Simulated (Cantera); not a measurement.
Feed: 1 mol TEOS, 0.84 mol O2, equilibrated at 1698 K and 17.3 Torr.

Equilibrium computed with Cantera from the NASA thermochemical tables; the gas is ideal and each condensed phase is pure. Candidate condensed phases: C, C6H6, C7H8, C8H18, H2O, Si, SiC, SiO2; 123 gas species. The feed counts by its element totals alone. The numbers say what is thermodynamically allowed, not how fast it happens.

Base state: H2 0.637, CO 0.361, SiO 0.00147, H 0.000761, C2H2 (acetylene) 4.59e-5, CH4 1.03e-5 (mole fractions); condensed: C(graphite) + SiC(s).

Task: What changes in the equilibrium state with this change: O2 from 0.84 to 6.6 mol?

Result: 
| species | before | after |
|---|---|---|
| CO | 0.361 | 0.336 |
| H2O | 2.58e-6 | 0.291 |
| H2 | 0.637 | 0.264 |
| CO2 | 4.28e-7 | 0.109 |
| SiO | 0.00147 | 1.04e-5 |
| C2H2 (acetylene) | 4.59e-5 | <1e-9 |
| OH | <1e-9 | 2.78e-5 |
| CH4 | 1.03e-5 | <1e-9 |
| C(graphite), mol | 1.36 | 0 |
| SiC(s), mol | 0.977 | 0 |
| SiO2(condensed), mol | 0 | 1.000 |
The tables hold silica as quartz up to 1696 K and as liquid above; real silica turns to tridymite and cristobalite and melts near 1996 K.

Task: What changes in the equilibrium state with this change: temperature from 1698 K to 1823.15 K?

Result: 
| species | before | after |
|---|---|---|
| H2 | 0.637 | 0.636 |
| CO | 0.361 | 0.360 |
| H | 0.000761 | 0.00228 |
| SiO | 0.00147 | 0.00213 |
| C2H2 (acetylene) | 4.59e-5 | 0.000135 |
| CH4 | 1.03e-5 | 6.63e-6 |
| C(graphite), mol | 1.36 | 1.38 |
| SiC(s), mol | 0.977 | 0.966 |
